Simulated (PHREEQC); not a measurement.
Solution A (0.0029 mol/kgw CdCl2, 0.00069 mol/kgw NaCl and 0.0049 mol/kgw NiCl2) is mixed with solution B (28 mmol/kgw HF, 3.6 mmol/kgw NaF, 0.24 mmol/kgw H4SiO4 and 0.19 mmol/kgw HCl) at 85 °C; shares are by mass of water, 1 kg in all. Oxygen is held at 0.21 atm. The system is closed to CO2. Solids allowed: Cd(OH)2, CdOHCl, Ni(OH)2, SiO2(a), Halite, CdF2. Others were left out.

All values are PHREEQC results (ion-association model, wateq4f.dat), not measurements.

| share of solution B | pH | SiF6-2 (mol/kgw) | HF (mol/kgw) | Cd+2 (mol/kgw) | CdCl+ (mol/kgw) |
|---|---|---|---|---|---|
| 0 | 5.39 | 0 | 0 | 0.00151 | 0.00132 |
| 0.1 | 3.25 | 1.57e-8 | 0.00217 | 0.00141 | 0.00113 |
| 0.15 | 3.17 | 2.49e-7 | 0.00343 | 0.00136 | 0.00104 |
| 0.25 | 3.07 | 6.69e-6 | 0.00600 | 0.00125 | 0.000872 |
| 0.3 | 3.04 | 1.81e-5 | 0.00727 | 0.00119 | 0.000788 |
| 0.4 | 2.99 | 5.78e-5 | 0.00975 | 0.00107 | 0.000627 |
| 0.45 | 2.97 | 7.95e-5 | 0.0110 | 0.00101 | 0.000550 |
| 0.55 | 2.94 | 0.000117 | 0.0135 | 0.000872 | 0.000405 |
| 0.6 | 2.92 | 0.000134 | 0.0148 | 0.000798 | 0.000337 |
| 0.7 | 2.90 | 0.000162 | 0.0173 | 0.000638 | 0.000212 |
| 0.75 | 2.89 | 0.000176 | 0.0186 | 0.000550 | 0.000158 |
| 0.85 | 2.88 | 0.000202 | 0.0212 | 0.000357 | 6.66e-5 |
| 0.9 | 2.87 | 0.000214 | 0.0224 | 0.000249 | 3.30e-5 |
| 1 | 2.86 | 0.000239 | 0.0250 | 0 | 0 |

Away from 25 °C the constants follow the database's enthalpies or fits; those with neither stay at their 25 °C values. SiF6-2 is the database's only silicon fluoride.
